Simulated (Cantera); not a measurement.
Input: 1 mol B, 0.055 mol H₂O, equilibrated at 2023 K and 100000 Pa.

Cantera equilibrium calculation (NASA polynomials, part measured and part estimated; ideal gas, pure solids and liquids). Candidate condensed phases: B, B₂O₃, B₃O₃H₃, H₂O; 23 gas species. Mutual solubility and eutectic melting of coexisting phases are not modelled. The tables' values for BH₂ are old estimates; treat these amounts as uncertain. Gases not in the tables: B₂H₆ and higher boranes. Equilibrium is a limit: real reactors are often held back by kinetics, nucleation or transport.

Base state: H₂ 0.616, HBO 0.177, B₂O₂ 0.133, B₂O₃ 0.0530, HBO₂ 0.0103, BO 0.00607, B₃O₃H₃ 0.00288, H 0.00149 (mole fractions); condensed: B(s) + B₂O₃(l).

Task: What changes in the equilibrium state with this change: temperature from 2023 K to 1148.15 K?

Result: 
| species | before | after |
|---|---|---|
| H₂ | 0.616 | 0.993 |
| B₃O₃H₃ | 0.00288 | 0.00667 |
| HBO | 0.177 | 2.31e-5 |
| B₂O₂ | 0.133 | 1.41e-8 |
| B₂O₃ | 0.0530 | 1.56e-9 |
| HBO₂ | 0.0103 | 1.97e-7 |
| BO | 0.00607 | <1e-9 |
| B₂O | 9.45e-5 | <1e-9 |
| H | 0.00149 | 7.16e-8 |
| B(s), mol | 0.952 | 0.963 |
| B₂O₃(l), mol | 0.00199 | 0.0180 |

Task: What changes in the equilibrium state with this change: H₂O from 0.055 to 1.6 mol?

Result: 
```
species         before    after
------------  --------  -------
H₂               0.616    0.800
HBO₂            0.0103   0.0987
B₂O₃            0.0530   0.0530
HBO              0.177   0.0239
B₂O₂             0.133  0.00187
H₂O           0.000215   0.0199
B₂O            9.45e-5  1.87e-8
BH₂           0.000328  7.11e-7
B₃O₃H₃         0.00288  7.11e-6
BH₃            1.84e-5  4.53e-8
BO₂            3.12e-6  2.64e-5
B(s), mol        0.952        0
B₂O₃(l), mol   0.00199    0.289
```
